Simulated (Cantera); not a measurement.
An isothermal, constant-pressure homogeneous reactor starts with NH3 : H2 = 1 : 2.4 (molar parts), at 1500 K and 1280 Torr. Integrator tolerance rtol = 1e-08.

Detailed kinetics in Cantera: the gas-phase N/H chemistry of the illustrative SiF4/NH3 mechanism in the Surface Chemkin manual (1991). Walls and surfaces, which speed up NH3 decomposition in real reactors, are not modelled.

Q: What does this change do: pressure from 1280 Torr to 705 Torr?

A: 
| quantity | before | after |
|---|---|---|
| x(NH3) at 50.0 s | 0.222 (gas-phase equilibrium 2.92e-5) | 0.225 (gas-phase equilibrium 1.61e-5) |
| x(H2) at 50.0 s | 0.750 (gas-phase equilibrium 0.886) | 0.748 (gas-phase equilibrium 0.886) |
| x(N2H4) at 50.0 s | 9.93e-9 (gas-phase equilibrium <1e-12) | 9.44e-9 (gas-phase equilibrium <1e-12) |
| x(H) at 50.0 s | 1.11e-5 (gas-phase equilibrium 1.28e-5) | 1.43e-5 (gas-phase equilibrium 1.72e-5) |
| x(N) at 50.0 s | 1.26e-10 (gas-phase equilibrium <1e-12) | 2.76e-10 (gas-phase equilibrium <1e-12) |
| x(N2) at 50.0 s | 0.0280 (gas-phase equilibrium 0.114) | 0.0267 (gas-phase equilibrium 0.114) |

Q: What does this change do: pressure from 1280 Torr to 173 Torr?

A: 
```tsv
quantity	before	after
x(NH3) at 50.0 s	0.222 (gas-phase equilibrium 2.92e-5)	0.241 (gas-phase equilibrium 3.95e-6)
x(H2) at 50.0 s	0.750 (gas-phase equilibrium 0.886)	0.738 (gas-phase equilibrium 0.886)
x(N2H4) at 50.0 s	9.93e-9 (gas-phase equilibrium <1e-12)	7.26e-9 (gas-phase equilibrium <1e-12)
x(H) at 50.0 s	1.11e-5 (gas-phase equilibrium 1.28e-5)	2.34e-5 (gas-phase equilibrium 3.48e-5)
x(N) at 50.0 s	1.26e-10 (gas-phase equilibrium <1e-12)	1.34e-9 (gas-phase equilibrium <1e-12)
x(N2) at 50.0 s	0.0280 (gas-phase equilibrium 0.114)	0.0205 (gas-phase equilibrium 0.114)
```

Q: What does this change do: temperature 1500 to 1648 K?

A: 
```json
[
 {"quantity": "x(NH3) at 50.0 s", "before": "0.222 (gas-phase equilibrium 2.92e-5)", "after": "0.0291 (gas-phase equilibrium 1.95e-5)"},
 {"quantity": "x(H2) at 50.0 s", "before": "0.750 (gas-phase equilibrium 0.886)", "after": "0.868 (gas-phase equilibrium 0.886)"},
 {"quantity": "x(N2H4) at 50.0 s", "before": "9.93e-9 (gas-phase equilibrium <1e-12)", "after": "6.92e-10 (gas-phase equilibrium <1e-12)"},
 {"quantity": "x(H) at 50.0 s", "before": "1.11e-5 (gas-phase equilibrium 1.28e-5)", "after": "6.26e-5 (gas-phase equilibrium 6.47e-5)"},
 {"quantity": "x(N) at 50.0 s", "before": "1.26e-10 (gas-phase equilibrium <1e-12)", "after": "7.04e-10 (gas-phase equilibrium <1e-12)"},
 {"quantity": "x(N2) at 50.0 s", "before": "0.0280 (gas-phase equilibrium 0.114)", "after": "0.102 (gas-phase equilibrium 0.114)"}
]
```
